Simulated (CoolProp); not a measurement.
A closed Brayton cycle with nitrogen: compressor inlet 312.15 K and 6.7 MPa, high pressure 17.2 MPa, turbine inlet 710 K, compressor efficiency 0.89, turbine efficiency 0.85, recuperator effectiveness 0.95 (on enthalpy, no pinch check). Each further row changes one setting.

Computed with CoolProp (reference Helmholtz-energy equation of state, Span 2000).

| case | thermal efficiency (%) | net work (kJ/kg) | compressor to turbine work | compressor exit (K) | turbine exit (K) |
|---|---|---|---|---|---|
| as stated | 23.0 | 39.0 | 0.75 | 422.5 | 572.0 |
| turbine inlet 660 K | 17.9 | 27.9 | 0.81 | 422.5 | 530.4 |
| compressor inlet 322.15 K | 20.8 | 35.0 | 0.78 | 435.9 | 572.0 |
| high pressure 14.6 MPa | 25.5 | 37.5 | 0.71 | 401.1 | 593.8 |
| recuperator effectiveness 0.5 | 16.1 | 39.0 | 0.75 | 422.5 | 572.0 |
